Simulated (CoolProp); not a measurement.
Vapour-liquid equilibrium of benzene (1) + n-nonane (2) at 0.181 MPa; x and y are mole fractions of (1).

Values from CoolProp's multi-fluid Helmholtz-energy mixture model, Thol 2012 and Lemmon 2006; pair parameters Bell 2016.

### Question
Give the bubble temperature and the first vapour's composition at x = 0.35, 0.45, 0.95. Is there an azeotrope?

### Answer
x = 0.35: 400.2 K, y = 0.788; x = 0.45: 394.1 K, y = 0.844; x = 0.95: 374.9 K, y = 0.989. No azeotrope shows between x = 0.05 and 0.95.

Pair parameters are fitted to limited data, so mixtures are less certain than the pure fluids.
